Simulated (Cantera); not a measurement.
Input: 1 mol Ca(OH)2, 0.036 mol H2O, equilibrated at 377 °C and 100 Torr.

These are equilibrium values from Cantera (NASA tables, ideal gas, pure condensed phases), not measurements of a reactor. Candidate condensed phases: Ca, CaO, Ca(OH)2, H2O; 14 gas species. The numbers say what is thermodynamically allowed, not how fast it happens.

Question: What is the equilibrium state?

Answer: 
* **x(H2O)**: 1.00
* **n(Ca(OH)2(s))**: 1.00 mol
* **gas amount**: 0.03600 mol
* **log10 activity of Ca(s) (absent)**: -40.05
